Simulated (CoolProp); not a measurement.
Properties of propane along the isobar 908 kPa (Tc = 369.9 K, pc = 4251 kPa, ω = 0.152).

Values from CoolProp's reference Helmholtz-energy equation of state, Lemmon 2009.

| T (K) | phase | isothermal compressibility (1/MPa) | viscosity (µPa s) |
|---|---|---|---|
| 266.6 | liquid | 0.003343 | 135 |
| 295 | liquid | 0.005942 | ? |
| 323.5 | gas | 1.276 | 8.94 |
| 351.9 | gas | 1.220 | ? |
| 380.3 | gas | 1.188 | 10.5 |
| 408.8 | gas | 1.166 | 11.2 |
| 437.2 | gas | 1.152 | 11.9 |
| 465.6 | gas | 1.141 | 12.6 |
| 494.1 | gas | 1.133 | 13.3 |
| 522.5 | gas | 1.127 | 14.0 |
| 551 | gas | 1.122 | 14.6 |
| 579.4 | gas | 1.118 | ? |

Question: Fill in the missing entries.

Answer: 
- 295, viscosity (µPa s): 100
- 351.9, viscosity (µPa s): 9.71
- 579.4, viscosity (µPa s): 15.3

Viscosity comes from a separate model (Vogel 1998).
